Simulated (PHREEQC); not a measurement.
Consider water at 25 °C with 4.6 mmol/kgw CuCl2, 0.72 mmol/kgw HNO3 and 120 mmol/kgw H3BO3. Closed to the air; pH follows from the charge balance.

Equilibrium calculation in PHREEQC: ion-association model, wateq4f.dat.

The pH is 3.19. The ionic strength is 0.0144 mol/kgw and the total alkalinity is -0.720 meq/kg.

```csv
species,molality,activity,log γ
H3BO3,0.120,0.120,0.001
Cl-,0.00913,0.00807,-0.054
Cu+2,0.00453,0.00287,-0.198
H+,0.000720,0.000649,-0.045
NO3-,0.000720,0.000635,-0.055
CuCl+,7.05e-5,6.24e-5,-0.053
CuCl2,2.70e-7,2.70e-7,0.001
H2BO3-,1.21e-7,1.07e-7,-0.056
CuOH+,4.98e-8,4.41e-8,-0.053
Cu2(OH)2+2,1.38e-9,8.53e-10,-0.210
```

Precipitation was switched off in this run. Species that the database lacks are ignored.
